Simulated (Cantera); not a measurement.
A perfectly stirred reactor is fed with C2H6 : H2 = 1 : 3.7 (molar parts), at 0.132 atm; it is held at 1100 K, and followed from long to short residence time.

Model: GRI-Mech 3.0 (53 species, 325 reactions), integrated in Cantera. GRI-Mech 3.0 stops at C3 and has no aromatics, soot or wall deposition, so with more carbon than oxygen in the feed, carbon stays in small species such as C2H2 where larger ones or solid carbon would form.

**Question.** What does this change do: temperature 1100 to 1473 K?

**Answer.** 
```json
[
 {"quantity": "x(C2H6) at τ = 1.80 s", "before": "0.0274", "after": "0.000144"},
 {"quantity": "x(H2) at τ = 1.80 s", "before": "0.797", "after": "0.807"},
 {"quantity": "x(CH4) at τ = 1.80 s", "before": "0.0401", "after": "0.0657"},
 {"quantity": "x(C2H4) at τ = 1.80 s", "before": "0.128", "after": "0.00623"},
 {"quantity": "x(C2H2) at τ = 1.80 s", "before": "0.00696", "after": "0.121"},
 {"quantity": "x(C2H6) at τ = 21.0 ms", "before": "0.191", "after": "0.00415"},
 {"quantity": "x(H2) at τ = 21.0 ms", "before": "0.790", "after": "0.783"},
 {"quantity": "x(CH4) at τ = 21.0 ms", "before": "0.00234", "after": "0.0937"},
 {"quantity": "x(C2H4) at τ = 21.0 ms", "before": "0.0168", "after": "0.0315"},
 {"quantity": "x(C2H2) at τ = 21.0 ms", "before": "1.95e-5", "after": "0.0864"}
]
```
